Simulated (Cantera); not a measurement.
Mixture: 8.61 % CH4, 15.7 % O2, 75.7 % N2, at 1.50 bar, adiabatic and at constant volume. Ignition delay is the time to a rise of 400 K.

Computed with Cantera and GRI-Mech 3.0 (53 species, 325 reactions).

Q: Predict: delay at 1125 K; delay at 1225 K; delay at 1325 K; delay at 1425 K; delay at 1525 K; delay at 1625 K; delay at 1725 K; apparent activation energy between 1525 and 1725 K.

A: 
```json
{
 "delay at 1125 K": "0.122 s",
 "delay at 1225 K": "28.9 ms",
 "delay at 1325 K": "7.80 ms",
 "delay at 1425 K": "2.37 ms",
 "delay at 1525 K": "0.813 ms",
 "delay at 1625 K": "0.321 ms",
 "delay at 1725 K": "0.145 ms",
 "apparent activation energy between 1525 and 1725 K": "190 kJ/mol"
}
```
